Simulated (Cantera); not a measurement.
Cantera run:

```python
import numpy as np
import cantera as ct

gas_names = """
    CL CL2 H HCL H2 Si SiCL SiCL2 SiCL3 SiCL4 SiH SiHCL3 SiH2 SiH2CL2 SiH3 SiH3CL SiH4 Si2 Si3
""".split()
cond_names = """
    Si(cr) Si(L)
""".split()


# ... load() reads the species with a 1 bar reference pressure and builds the phases ...
atoms = {
    'SiHCl3': {'Si': 1, 'H': 1, 'CL': 3},
    'HCl': {'H': 1, 'CL': 1},
    'H2': {'H': 2},
}
top_T = {}  # K; cautious upper limits of use, not melting points


# ... equilibrate(T, P, feed) seeds the gas with the atoms and calls Mixture.equilibrate('TP', solver="vcs", rtol=1e-11, max_steps=5000) ...
results = []
feed = {'SiHCl3': 1, 'HCl': 3, 'H2': 8.9}  # mol
P = 133.322  # Pa
for T in [898, 948, 998, 1048, 1098, 1148, 1198, 1248, 1298, 1348, 1398, 1448, 1498]:
    mix = equilibrate(T, P, feed)
    results.append((T, P, feed, dict(zip(mix.species_names, mix.species_moles))))

top = {s: max(r[3][s] / sum(r[3][g] for g in gas_names) for r in results) for s in gas_names}
cols = sorted((s for s in top if top[s] > 0.0001), key=lambda s: -top[s])[:6]
seen = [c for c in cond_names if any(r[3].get(c, 0) > 1e-12 for r in results)]
print("log10 of partial pressures in bar; condensed amounts in mol")
print(f"{'T/K':>10s}" + "".join(f"{s[:9]:>10s}" for s in cols + seen))
for T, P, feed, n in results:
    ng = sum(n[g] for g in gas_names)
    print(f"{T:10.4g}" + "".join(f"{np.log10(max(n[s] / ng * P / 1e5, 1e-99)):10.3f}" for s in cols)
          + "".join(f"{n.get(c, 0):10.4g}" for c in seen))
```

Result:

```
log10 of partial pressures in bar; condensed amounts in mol
       T/K        H2       HCL     SiCL4     SiCL2     SiCL3    SiHCL3
       898    -2.991    -3.681    -3.992    -7.836    -6.757    -5.857
       948    -2.991    -3.678    -3.998    -6.928    -6.228    -5.658
       998    -2.993    -3.672    -4.011    -6.130    -5.765    -5.491
      1048    -2.996    -3.655    -4.041    -5.453    -5.378    -5.373
      1098    -3.004    -3.619    -4.110    -4.927    -5.093    -5.333
      1148    -3.018    -3.565    -4.241    -4.563    -4.924    -5.391
      1198    -3.034    -3.511    -4.446    -4.331    -4.862    -5.539
      1248    -3.048    -3.470    -4.726    -4.191    -4.888    -5.757
      1298    -3.057    -3.445    -5.065    -4.114    -4.978    -6.023
      1348    -3.062    -3.432    -5.431    -4.074    -5.103    -6.308
      1398    -3.065    -3.425    -5.801    -4.052    -5.242    -6.594
      1448    -3.066    -3.422    -6.158    -4.040    -5.382    -6.871
      1498    -3.067    -3.420    -6.498    -4.033    -5.518    -7.133
```

Equilibrium computed with Cantera from the NASA thermochemical tables; the gas is ideal and each condensed phase is pure. The tables' values for SiCl3, SiCl are old estimates; treat these amounts as uncertain.
